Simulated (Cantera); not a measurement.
BCl3 + H2O (boron, boron nitride and boron oxide)

Feed: 1 mol BCl3, a varied amount of H2O, equilibrated at 1275 K and 1.00 bar.

These are equilibrium values from Cantera (NASA tables, ideal gas, pure condensed phases), not measurements of a reactor. Candidate condensed phases: B, B2O3, B3O3H3, H2O; 33 gas species. Gases not in the tables: H3BO3. Equilibrium is a limit: real reactors are often held back by kinetics, nucleation or transport.

```
n(H2O) (mol)  x HCl   x H2O  x (HBO2)3    x HBO2  n B2O3(l)
------------  -----  ------  ---------  --------  ---------
1.7           0.937  0.0620   0.000138  0.000564      0.498
2.2           0.811   0.188   0.000727  0.000981      0.494
2.8           0.698   0.300    0.00147   0.00124      0.488
3.3           0.625   0.371    0.00203   0.00138      0.482
3.9           0.556   0.440    0.00261   0.00150      0.475
4.4           0.509   0.487    0.00304   0.00158      0.468
5             0.462   0.533    0.00348   0.00165      0.461
5.5           0.429   0.565    0.00381   0.00170      0.454
6.1           0.395   0.599    0.00415   0.00175      0.446
6.7           0.366   0.627    0.00445   0.00179      0.438
```
x: gas mole fraction; n: condensed amount in mol.

From 1.7 mol H2O to 6.7 mol H2O the condensed part is B2O3(l). The share of B in condensed phases is highest at 1.7 mol H2O (99.7 %) and lowest at 6.7 mol H2O (87.6 %).
